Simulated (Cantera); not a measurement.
An isothermal plug-flow reactor at 1150 K and 218 Torr (inlet), inlet velocity 3.4 m/s, active area per volume 170 1/m; feed 0.358 % CH4, 13.0 % O2, 85.6 % N2, 1.05 % H2O.

Detailed kinetics in Cantera: Deutschmann's 1995 Pt surface mechanism with GRI-Mech 3.0 gas chemistry. Catalytic surfaces can have several steady states; this one follows from the mechanism file's or the stated starting coverage. Mass transfer to the wall is taken as infinitely fast.

x: gas mole fraction; θ: surface coverage.

```tsv
z (m)	x CH4	x O2	x H2O	x CO2	x CO	θ free Pt	θ O*
6.3e-05	0.00357	0.130	0.0105	4.24e-6	7.79e-7	0.431	0.568
0.00014	0.00356	0.130	0.0105	9.61e-6	1.55e-6	0.431	0.568
0.00029	0.00355	0.130	0.0106	2.05e-5	2.60e-6	0.431	0.568
0.00063	0.00352	0.130	0.0106	…	…	0.431	0.568
0.0014	0.00346	0.130	0.0107	0.000106	4.25e-6	0.431	0.568
0.0029	0.00334	0.130	0.0110	…	4.17e-6	0.431	0.568
0.0063	0.00309	0.129	0.0115	0.000465	3.88e-6	0.431	0.568
```

Problem. Fill in the missing entries.

Solution. 
- 0.00063, x CO2: 4.62e-5
- 0.00063, x CO: 3.74e-6
- 0.0029, x CO2: 0.000220
